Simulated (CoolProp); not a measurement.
Vapour-liquid equilibrium of R124 (1) + R142b (2) at 364.9 K; x and y are mole fractions of (1).

The numbers come from the multi-fluid Helmholtz-energy mixture model, de Vries 1995 and Lemmon 2006; pair parameters Bell 2016 in CoolProp.

| x | bubble pressure, mixture model (bar) | bubble pressure, Raoult's law (bar) | y, mixture model | y, Raoult's law |
|---|---|---|---|---|
| 0.05 | 17.72 | 17.75 | 0.053 | 0.057 |
| 0.15 | 17.92 | 18.01 | 0.159 | 0.168 |
| 0.25 | 18.11 | 18.26 | 0.263 | 0.276 |
| 0.35 | 18.31 | 18.52 | 0.366 | 0.381 |
| 0.45 | 18.52 | 18.77 | 0.468 | 0.484 |
| 0.55 | 18.75 | 19.03 | 0.569 | 0.583 |
| 0.65 | 19.00 | 19.28 | 0.669 | 0.680 |
| 0.75 | 19.29 | 19.54 | 0.767 | 0.774 |
| 0.85 | 19.61 | 19.79 | 0.863 | 0.866 |
| 0.95 | 19.97 | 20.04 | 0.955 | 0.956 |

The largest gap from Raoult's law is -1.5 % in bubble pressure, at x = 0.55. No azeotrope shows between x = 0.05 and 0.95.

Pair parameters are fitted to limited data, so mixtures are less certain than the pure fluids.
